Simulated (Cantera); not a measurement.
An isothermal, constant-pressure homogeneous reactor starts with CH4 : CO2 = 1 : 1.2 (molar parts), at 2200 K and 36000 Pa. Integrator tolerance rtol = 1e-08.

Computed with Cantera and GRI-Mech 3.0 (53 species, 325 reactions).

### Question
What does this change do: temperature 2200 to 1775 K?

### Answer
```
quantity                                             before                                     after
----------------  -----------------------------------------  ----------------------------------------
x(CH4) at 1.00 s    1.83e-9 (gas-phase equilibrium 2.06e-9)   0.00581 (gas-phase equilibrium 4.13e-8)
x(CO2) at 1.00 s    0.00870 (gas-phase equilibrium 0.00870)     0.0250 (gas-phase equilibrium 0.0114)
x(CH2) at 1.00 s  1.04e-11 (gas-phase equilibrium 1.17e-11)    9.77e-8 (gas-phase equilibrium <1e-12)
x(CH3) at 1.00 s  5.00e-10 (gas-phase equilibrium 5.63e-10)  9.19e-5 (gas-phase equilibrium 6.11e-10)
x(CO) at 1.00 s         0.513 (gas-phase equilibrium 0.513)       0.478 (gas-phase equilibrium 0.512)
```
